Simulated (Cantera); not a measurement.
Cantera run:

```python
import numpy as np
import cantera as ct

gas_names = """
    O2 N2
""".split()
cond_names = """
    V(cr) VN(s) VO(s) V2O3(s) V2O4(II) V2O5(L)
""".split()


# ... load() reads the species with a 1 bar reference pressure and builds the phases ...
species = {s.name: s for s in load("nasa_gas.yaml", gas_names) + load("nasa_condensed.yaml", cond_names)}
T = 1475
g = {n: (s.thermo.h(T) - T * s.thermo.s(T)) / (ct.gas_constant * T * np.log(10)) for n, s in species.items()}
valid = cond_names  # the entries whose range holds T


def stable(la, lb):
    # potentials (over RT ln 10) of the two non-metals from log10 p(O2) and log10 p(N2) in bar
    mu = {}
    mu["O"] = (g["O2"] + la) / 2
    mu["N"] = (g["N2"] + lb) / 2
    cost = {}
    for n in valid:
        c = species[n].composition
        cost[n] = (g[n] - sum(c.get(e, 0) * m for e, m in mu.items())) / c["V"]
    return min(cost, key=cost.get)


results = []
for lb in [0, -1.7, -3.3, -5, -6.7, -8.3, -10, -11.7, -13.3, -15]:
    row = [stable(la, lb) for la in [-13, -12, -11, -10, -9, -8, -7, -6, -5, -4, -3, -2, -1, 0, 1]]
    results.append(row)
    print(f"{lb:6.1f}  " + " ".join(f"{valid.index(n):x}" for n in row))
print("key: " + ", ".join(f"{i:x} {n}" for i, n in enumerate(valid)))
```

It prints:

```
   0.0  3 3 3 3 3 3 3 4 4 4 4 4 5 5 5
  -1.7  3 3 3 3 3 3 3 4 4 4 4 4 5 5 5
  -3.3  3 3 3 3 3 3 3 4 4 4 4 4 5 5 5
  -5.0  3 3 3 3 3 3 3 4 4 4 4 4 5 5 5
  -6.7  3 3 3 3 3 3 3 4 4 4 4 4 5 5 5
  -8.3  3 3 3 3 3 3 3 4 4 4 4 4 5 5 5
 -10.0  3 3 3 3 3 3 3 4 4 4 4 4 5 5 5
 -11.7  3 3 3 3 3 3 3 4 4 4 4 4 5 5 5
 -13.3  3 3 3 3 3 3 3 4 4 4 4 4 5 5 5
 -15.0  3 3 3 3 3 3 3 4 4 4 4 4 5 5 5
key: 0 V(cr), 1 VN(s), 2 VO(s), 3 V2O3(s), 4 V2O4(II), 5 V2O5(L)
```

Standard-state values (1 bar) from the NASA 1993 polynomials, evaluated with Cantera. VN, VO: taken at fixed stoichiometry. Not in the tables: V3O5 to V6O13, V2N.
